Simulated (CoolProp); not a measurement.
The fluid at 303.96 K and 0.353 MPa expands adiabatically to 0.0602 MPa with isentropic efficiency 0.7. The same conditions are run with several fluids, on thermodynamics alone (safety and materials aside).

Values from CoolProp's reference Helmholtz-energy equation of state of each fluid (sulfur dioxide: Gao 2016; R115: Lemmon 2016; C2F6 (R116): Lemmon 2006; ethylene: Smukala 2000).

```csv
fluid,work (kJ/kg),final temperature (K),final phase,final density (kg/m³)
sulfur dioxide,40.7,252.1,"two-phase, vapour fraction 0.963",1.95
R115,18.2,274.2,gas,4.14
C2F6 (R116),20.7,274.3,gas,3.67
ethylene,92.0,237.4,gas,0.861
```
